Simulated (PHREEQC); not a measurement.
**Leach liquor: speciation**

Dissolve 0.044 mol/kgw H2SO4, 0.055 mol/kgw Li2SO4 and 7.3e-05 mol/kgw MgSO4 at 20 °C. It is in equilibrium with CO2 at log p = -1 (atm). Otherwise closed; pH follows from the charge balance.

Computed with PHREEQC (ion-association model with the Davies equation for every ion, phreeqc.dat).

```json
{
  "pH": "1.53",
  "ionic_strength": "0.187 mol/kgw",
  "total_alkalinity": "-88.0 meq/kg"
}
```

| species | molality | activity | log γ |
|---|---|---|---|
| Li+ | 0.104 | 0.0778 | -0.124 |
| HSO4- | 0.0485 | 0.0364 | -0.124 |
| SO4-2 | 0.0442 | 0.0140 | -0.497 |
| H+ | 0.0395 | 0.0297 | -0.124 |
| LiSO4- | 0.00636 | 0.00477 | -0.124 |
| CO2 | 0.00375 | 0.00391 | 0.019 |
| Mg+2 | 3.88e-5 | 1.24e-5 | -0.497 |
| MgSO4 | 3.42e-5 | 3.57e-5 | 0.019 |
| (CO2)2 | 2.27e-7 | 2.37e-7 | 0.019 |
| HCO3- | 7.26e-8 | 5.45e-8 | -0.124 |

No solid was allowed to form.
